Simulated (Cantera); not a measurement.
# Adiabatic ignition

An adiabatic, constant-pressure homogeneous reactor starts with CO : H₂ : O₂ : N₂ = 1 : 0.63 : 2.55 : 9.58 (molar parts), equivalence ratio 0.32, at 1375 K and 500000 Pa.

Model: GRI-Mech 3.0 (53 species, 325 reactions), integrated in Cantera. The hydrogen kinetics of GRI-Mech 3.0 are dated; newer H2 mechanisms differ, most at raised pressure.

| t (s) | T (K) | x CO | x H₂ | x O₂ | x NO | x CO₂ | x H₂O₂ |
|---|---|---|---|---|---|---|---|
| 2.00e-6 | 1375 | 0.0727 | 0.0458 | 0.185 | <1e-12 | 3.07e-7 | 1.43e-9 |
| 4.31e-6 | 1375 | 0.0727 | 0.0457 | 0.185 | 4.82e-12 | 1.42e-5 | 1.04e-7 |
| 9.28e-6 | 1604 | 0.0629 | 0.00449 | 0.156 | 2.36e-6 | 0.0109 | 3.49e-6 |
| 2.00e-5 | 1946 | 0.0275 | 0.00119 | 0.140 | 1.36e-5 | 0.0481 | 6.62e-7 |
| 4.31e-5 | 2146 | 0.00759 | 0.000576 | 0.134 | 3.27e-5 | 0.0691 | 2.80e-7 |
| 9.28e-5 | 2217 | 0.00228 | 0.000193 | 0.133 | 5.27e-5 | 0.0747 | 1.62e-7 |
| 0.000200 | 2236 | 0.000897 | 9.43e-5 | 0.133 | 7.09e-5 | 0.0762 | 1.45e-7 |
| 0.000431 | 2238 | 0.000735 | 8.42e-5 | 0.133 | 9.87e-5 | 0.0764 | 1.46e-7 |
| 0.000928 | 2238 | 0.000733 | 8.40e-5 | 0.133 | 0.000157 | 0.0764 | 1.45e-7 |
| 0.00200 | 2238 | 0.000732 | 8.39e-5 | 0.133 | 0.000282 | 0.0764 | 1.45e-7 |
| 0.00431 | 2237 | 0.000730 | 8.37e-5 | 0.133 | 0.000547 | 0.0764 | 1.45e-7 |
| 0.00928 | 2236 | 0.000725 | 8.32e-5 | 0.133 | 0.00110 | 0.0764 | 1.44e-7 |
| 0.0200 | 2234 | 0.000715 | 8.22e-5 | 0.132 | 0.00221 | 0.0764 | 1.43e-7 |
| 0.0431 | 2229 | 0.000698 | 8.05e-5 | 0.131 | 0.00421 | 0.0765 | 1.41e-7 |
| 0.0928 | 2223 | 0.000674 | 7.81e-5 | 0.130 | 0.00700 | 0.0765 | 1.38e-7 |
| 0.200 | 2219 | 0.000656 | 7.62e-5 | 0.129 | 0.00927 | 0.0765 | 1.36e-7 |
x: mole fraction; the columns are a selection and need not sum to one.

```
Quantity                                                               Value
---------------------------------  -----------------------------------------
time of steepest temperature rise                                    8.32 µs
temperature at 0.200 s                                                2219 K
equilibrium temperature                                               2217 K
x(CO) at 0.200 s                   0.000656 (gas-phase equilibrium 0.000650)
x(H₂) at 0.200 s                     7.62e-5 (gas-phase equilibrium 7.56e-5)
x(O₂) at 0.200 s                         0.129 (gas-phase equilibrium 0.128)
```
